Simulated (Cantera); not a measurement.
Charge: 1 mol SiCl4, 0.21 mol NO, 48 mol H2, held at 1327 °C.

Cantera equilibrium calculation (NASA polynomials, part measured and part estimated; ideal gas, pure solids and liquids). Candidate condensed phases: H2O, NH4Cl, Si, SiO2, Si2N2O, Si3N4; 47 gas species. Mutual solubility and eutectic melting of coexisting phases are not modelled. Rates play no part.

Q: What share of the Si ends up in condensed phases as a function of P (Pa), at 5, 15, 45, 140, 410, 1200, 3700, 11000, 33000, 100000?

A: 
```tsv
P (Pa)	Si condensed (%)	as
5	9.2	Si(s)
15	16.2	Si(s)
45	18.6	Si(s)
140	19.5	Si(s)
410	19.7	Si(s)
1200	19.8	Si(s)
3700	26.8	Si(s) + Si2N2O(s)
11000	29.5	Si(s) + Si2N2O(s)
33000	29.3	Si(s) + Si2N2O(s)
100000	28.0	Si(s) + Si2N2O(s)
```
